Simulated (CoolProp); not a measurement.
Properties of ethylene at several states (Tc = 282.4 K, pc = 5.042 MPa, ω = 0.087).

Computed with CoolProp (reference Helmholtz-energy equation of state, Smukala 2000).

```csv
T (K),p (MPa),phase,cp (kJ/(kg K)),cv (kJ/(kg K)),Joule-Thomson coefficient (K/MPa),fugacity coefficient
425.6,0.278,gas,…,1.684,…,0.9953
410.6,0.107,gas,…,1.631,4.501,0.9979
332.7,1.02,gas,1.726,1.369,7.818,…
144.5,22.4,liquid,2.347,1.474,-0.4995,0.001830
416.5,0.0107,gas,1.947,1.651,4.339,0.9998
```

### Question
Fill in the missing entries.

### Answer

- 425.6, cp (kJ/(kg K)): 1.989
- 425.6, Joule-Thomson coefficient (K/MPa): 4.100
- 410.6, cp (kJ/(kg K)): 1.930
- 332.7, fugacity coefficient: 0.9597
